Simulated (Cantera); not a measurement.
An adiabatic, constant-pressure homogeneous reactor starts with H2 : O2 : N2 = 1 : 1.43 : 5.37 (molar parts), equivalence ratio 0.35, at 1500 K and 1.01 bar. Integrator tolerance rtol = 1e-08.

Cantera simulation using the H2/O2 subset of GRI-Mech 3.0, which has no nitrogen chemistry; the numbers are that mechanism's predictions, not measurements.

Question: What does this change do: pressure from 1.01 bar to 1.80 bar?

Answer: 
| quantity | before | after |
|---|---|---|
| time of steepest temperature rise | 15.4 µs | 8.70 µs |
| temperature at 0.200 s | 2339 K | 2348 K |
| equilibrium temperature | 2339 K | 2348 K |
| x(H2) at 0.200 s | 0.000961 (gas-phase equilibrium 0.000961) | 0.000761 (gas-phase equilibrium 0.000761) |
| x(O2) at 0.200 s | 0.124 (gas-phase equilibrium 0.124) | 0.125 (gas-phase equilibrium 0.125) |
| x(HO2) at 0.200 s | 7.09e-6 (gas-phase equilibrium 7.09e-6) | 8.44e-6 (gas-phase equilibrium 8.44e-6) |
| x(O) at 0.200 s | 0.00219 (gas-phase equilibrium 0.00219) | 0.00173 (gas-phase equilibrium 0.00173) |
| x(H) at 0.200 s | 0.000366 (gas-phase equilibrium 0.000366) | 0.000256 (gas-phase equilibrium 0.000256) |
| x(OH) at 0.200 s | 0.00847 (gas-phase equilibrium 0.00847) | 0.00761 (gas-phase equilibrium 0.00761) |
| x(H2O2) at 0.200 s | 2.27e-7 (gas-phase equilibrium 2.27e-7) | 3.11e-7 (gas-phase equilibrium 3.11e-7) |

Question: What does this change do: initial temperature 1500 to 1075 K?

Answer: 
```json
[
 {"quantity": "time of steepest temperature rise", "before": "15.4 µs", "after": "0.121 ms"},
 {"quantity": "temperature at 0.200 s", "before": "2339 K", "after": "1989 K"},
 {"quantity": "equilibrium temperature", "before": "2339 K", "after": "1989 K"},
 {"quantity": "x(H2) at 0.200 s", "before": "0.000961 (gas-phase equilibrium 0.000961)", "after": "0.000102 (gas-phase equilibrium 0.000102)"},
 {"quantity": "x(O2) at 0.200 s", "before": "0.124 (gas-phase equilibrium 0.124)", "after": "0.127 (gas-phase equilibrium 0.127)"},
 {"quantity": "x(HO2) at 0.200 s", "before": "7.09e-6 (gas-phase equilibrium 7.09e-6)", "after": "2.17e-6 (gas-phase equilibrium 2.17e-6)"},
 {"quantity": "x(O) at 0.200 s", "before": "0.00219 (gas-phase equilibrium 0.00219)", "after": "0.000219 (gas-phase equilibrium 0.000219)"},
 {"quantity": "x(H) at 0.200 s", "before": "0.000366 (gas-phase equilibrium 0.000366)", "after": "1.53e-5 (gas-phase equilibrium 1.53e-5)"},
 {"quantity": "x(OH) at 0.200 s", "before": "0.00847 (gas-phase equilibrium 0.00847)", "after": "0.00199 (gas-phase equilibrium 0.00199)"},
 {"quantity": "x(H2O2) at 0.200 s", "before": "2.27e-7 (gas-phase equilibrium 2.27e-7)", "after": "8.72e-8 (gas-phase equilibrium 8.72e-8)"}
]
```
